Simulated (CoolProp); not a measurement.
C3F8 (R218) along the isobar 21.7 bar: Z from the reference equation and from simpler models built on Tc = 345.0 K, pc = 26.40 bar, ω = 0.317; each cubic takes its own stable root.

Model: reference Helmholtz-energy equation of state, Lemmon 2006, in CoolProp. It is a short technical equation, of lower accuracy than the large ones.

| T (K) | phase | reference | van der Waals | Redlich-Kwong |
|---|---|---|---|---|
| 275.3 | liquid | 0.1220 | 0.1924 | 0.1370 |
| 285.9 | liquid | 0.1217 | 0.1921 | 0.1381 |
| 296.5 | liquid | 0.1222 | 0.1932 | 0.1405 |
| 307.1 | liquid | 0.1238 | 0.1965 | 0.1447 |
| 317.7 | liquid | 0.1270 | 0.2037 | 0.1521 |
| 328.3 | liquid | 0.1338 | 0.2219 | 0.1670 |
| 338.9 | gas | 0.5428 | 0.6271 | 0.5794 |
| 349.5 | gas | 0.6414 | 0.6771 | 0.6481 |
| 360.2 | gas | 0.7013 | 0.7145 | 0.6957 |
| 370.8 | gas | 0.7444 | 0.7439 | 0.7319 |
| 381.4 | gas | 0.7781 | 0.7683 | 0.7612 |
| 392 | gas | 0.8054 | 0.7890 | 0.7857 |
| 402.6 | gas | 0.8282 | 0.8069 | 0.8065 |
| 413.2 | gas | 0.8476 | 0.8225 | 0.8245 |
| 423.8 | gas | 0.8643 | 0.8363 | 0.8402 |
| 434.4 | gas | 0.8788 | 0.8486 | 0.8540 |
